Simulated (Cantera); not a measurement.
Charge: 1 mol SiH₂Cl₂, 6 mol O₂, 84 mol H₂, held at 1848.15 K and 19.0 Pa.

Method: chemical equilibrium by Gibbs-energy minimisation in Cantera with the NASA 1993 tables (ideal gas, pure condensed phases). Candidate condensed phases: H₂O, Si, SiO₂; 30 gas species. Rates play no part.

Task: What is the equilibrium state?

Result: 
| Quantity | Result |
|---|---|
| x(H₂) | 0.807 |
| x(H₂O) | 0.124 |
| x(H) | 0.0346 |
| x(HCl) | 0.0219 |
| x(SiO) | 0.0113 |
| x(Cl) | 0.000712 |
| x(OH) | 0.000390 |
| x(O) | 1.28e-5 |
| x(SiO₂) | 4.71e-6 |
| gas amount | 88.58 mol |
| log10 activity of Si(l) (absent) | -7.83 |
